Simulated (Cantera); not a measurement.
Input: 1 mol C2H2, 0.4 mol H2O, 63 mol H2, held at 1050 °C and 57.0 Pa.

Method: chemical equilibrium by Gibbs-energy minimisation in Cantera with the NASA 1993 tables (ideal gas, pure condensed phases). Candidate condensed phases: C, C6H6, C7H8, C8H18, H2O; 110 gas species. Equilibrium is a limit: real reactors are often held back by kinetics, nucleation or transport.

Base state: H2 0.994, CO 0.00617, H 6.64e-5 (mole fractions); condensed: C(graphite).

What changes in the equilibrium state with this change: temperature from 1050 °C to 2375 °C?


```csv
species,before,after
H,6.64e-5,0.815
H2,0.994,0.175
CO,0.00617,0.00363
C3,<1e-9,0.00254
C,<1e-9,0.00138
C2H,<1e-9,0.000735
C2,<1e-9,0.000347
CH,<1e-9,1.20e-5
"C(graphite), mol",1.60,0
```

What changes in the equilibrium state with this change: C2H2 replaced by C2H5OH?


```json
[
 {"species": "H2", "before": "0.994", "after": "0.979"},
 {"species": "CO", "before": "0.00617", "after": "0.0206"},
 {"species": "H", "before": "6.64e-5", "after": "6.59e-5"},
 {"species": "C(graphite), mol", "before": "1.60", "after": "0.600"}
]
```
